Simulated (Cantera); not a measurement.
Cantera run:

```python
import numpy as np
import cantera as ct

gas_names = """
    H HNO HNO2 HNO3 HO2 H2 H2O H2O2 N NH NH2 NH3 NH2OH NO NO2 NO3 N2 N2H2 N2H4 N2O O OH O2 O3 Pb PbO Pb2
""".split()
cond_names = """
    H2O(s) H2O(L) Pb(cr) Pb(L) PbO(rd) PbO(yw) PbO(L) PbO2(s) Pb3O4(s)
""".split()


# ... load() reads the species with a 1 bar reference pressure and builds the phases ...
atoms = {
    'PbO': {'Pb': 1, 'O': 1},
    'O2': {'O': 2},
    'N2': {'N': 2},
    'H2': {'H': 2},
}
top_T = {'Pb3O4(s)': 820}  # K; cautious upper limits of use, not melting points


# ... equilibrate(T, P, feed) seeds the gas with the atoms and calls Mixture.equilibrate('TP', solver="vcs", rtol=1e-11, max_steps=5000) ...
results = []
feed = {'PbO': 1, 'O2': 0.1, 'N2': 2.5, 'H2': 7.5}  # mol
P = 1700  # Pa
for T in [1250, 1275, 1300, 1325, 1350, 1375, 1400, 1425, 1450, 1475, 1500, 1525, 1550, 1575]:
    mix = equilibrate(T, P, feed)
    results.append((T, P, feed, dict(zip(mix.species_names, mix.species_moles))))

top = {s: max(r[3][s] / sum(r[3][g] for g in gas_names) for r in results) for s in gas_names}
cols = sorted((s for s in top if top[s] > 1e-06), key=lambda s: -top[s])[:5]
seen = [c for c in cond_names if any(r[3].get(c, 0) > 1e-12 for r in results)]
print("log10 of partial pressures in bar; condensed amounts in mol")
print(f"{'T/K':>10s}" + "".join(f"{s[:9]:>10s}" for s in cols + seen))
for T, P, feed, n in results:
    ng = sum(n[g] for g in gas_names)
    print(f"{T:10.4g}" + "".join(f"{np.log10(max(n[s] / ng * P / 1e5, 1e-99)):10.3f}" for s in cols)
          + "".join(f"{n.get(c, 0):10.4g}" for c in seen))
```

Result:

```
log10 of partial pressures in bar; condensed amounts in mol
       T/K        H2        N2       H2O        Pb         H     Pb(L)
      1250    -2.006    -2.407    -2.726    -2.874    -7.319    0.1461
      1275    -2.012    -2.413    -2.732    -2.811    -7.138         0
      1300    -2.012    -2.413    -2.732    -2.811    -6.962         0
      1325    -2.012    -2.413    -2.732    -2.811    -6.792         0
      1350    -2.012    -2.413    -2.732    -2.811    -6.629         0
      1375    -2.012    -2.413    -2.732    -2.811    -6.471         0
      1400    -2.012    -2.413    -2.732    -2.811    -6.319         0
      1425    -2.012    -2.413    -2.732    -2.811    -6.172         0
      1450    -2.012    -2.413    -2.732    -2.811    -6.030         0
      1475    -2.012    -2.413    -2.732    -2.811    -5.893         0
      1500    -2.012    -2.413    -2.732    -2.811    -5.760         0
      1525    -2.012    -2.413    -2.732    -2.811    -5.632         0
      1550    -2.012    -2.413    -2.732    -2.811    -5.508         0
      1575    -2.012    -2.413    -2.732    -2.811    -5.387         0
```

Cantera equilibrium calculation (NASA polynomials, part measured and part estimated; ideal gas, pure solids and liquids).
